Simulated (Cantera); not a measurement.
Input: 1 mol SiCl4, a varied amount of Cl2, 1.2 mol H2, at 800 K and 0.510 bar.

Equilibrium computed with Cantera from the NASA thermochemical tables; the gas is ideal and each condensed phase is pure. Candidate condensed phases: Si; 19 gas species. Equilibrium is a limit: real reactors are often held back by kinetics, nucleation or transport.

Task: At 1.7 mol Cl2, list the 3 most abundant gas species with their mole fractions, and the condensed phases.

Result: HCl 0.615, SiCl4 0.256, Cl2 0.128. Condensed: gas only.
